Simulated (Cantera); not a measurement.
Input (Python, Cantera) and output of one run.

```python
import numpy as np
import cantera as ct

gas_names = """
    H H2 H2S Pb PbS Pb2 S SH S2 S8
""".split()
cond_names = """
    Pb(cr) Pb(L) PbS(s) PbS(L) S(cr1) S(cr2) S(L)
""".split()


# ... load() reads the species with a 1 bar reference pressure and builds the phases ...
atoms = {
    'PbS': {'Pb': 1, 'S': 1},
    'H2': {'H': 2},
}
top_T = {}  # K; cautious upper limits of use, not melting points


# ... equilibrate(T, P, feed) seeds the gas with the atoms and calls Mixture.equilibrate('TP', solver="vcs", rtol=1e-11, max_steps=5000) ...
results = []
feed = {'PbS': 1, 'H2': 25}  # mol
P = 1600  # Pa
for T in [650, 850, 1050, 1250, 1450, 1650, 1850]:
    mix = equilibrate(T, P, feed)
    results.append((T, P, feed, dict(zip(mix.species_names, mix.species_moles))))
    x = sorted(zip(gas.X, gas.species_names), reverse=True)
    print(f"T = {T:g} K  P = {P:g} Pa  gas = {mix.phase_moles(0):.4g} mol")
    print("   x: " + "  ".join(f"{s} {v:.3e}" for v, s in x if v > 0.0001))
    print("   condensed (mol): " + ("  ".join(f"{mix.phase(i).name} {mix.phase_moles(i):.4g}"
          for i in range(1, mix.n_phases) if mix.phase_moles(i) > 1e-12) or "none"))
```

Output:

```
T = 650 K  P = 1600 Pa  gas = 25 mol
   x: H2 9.999e-01  H2S 1.294e-04
   condensed (mol): Pb(L) 0.003234  PbS(s) 0.9968
T = 850 K  P = 1600 Pa  gas = 25 mol
   x: H2 9.964e-01  H2S 3.573e-03
   condensed (mol): Pb(L) 0.08884  PbS(s) 0.9094
T = 1050 K  P = 1600 Pa  gas = 25.51 mol
   x: H2 9.579e-01  H2S 2.228e-02  PbS 1.691e-02  Pb 2.908e-03
   condensed (mol): Pb(L) 0.4945
T = 1250 K  P = 1600 Pa  gas = 26 mol
   x: H2 9.477e-01  PbS 2.460e-02  Pb 1.386e-02  H2S 1.372e-02
   condensed (mol): none
T = 1450 K  P = 1600 Pa  gas = 26.03 mol
   x: H2 9.448e-01  PbS 2.097e-02  Pb 1.745e-02  H2S 1.554e-02  S2 7.760e-04  SH 3.573e-04
   condensed (mol): none
T = 1650 K  P = 1600 Pa  gas = 26.13 mol
   x: H2 9.422e-01  Pb 2.248e-02  PbS 1.579e-02  H2S 1.348e-02  S2 3.637e-03  SH 1.628e-03  H 6.971e-04
   condensed (mol): none
T = 1850 K  P = 1600 Pa  gas = 26.31 mol
   x: H2 9.368e-01  Pb 2.816e-02  PbS 9.841e-03  H2S 9.169e-03  S2 7.098e-03  H 4.122e-03  SH 4.066e-03  S 7.328e-04
   condensed (mol): none
```

Equilibrium computed with Cantera from the NASA thermochemical tables; the gas is ideal and each condensed phase is pure. Gases not in the tables: S3 to S7.
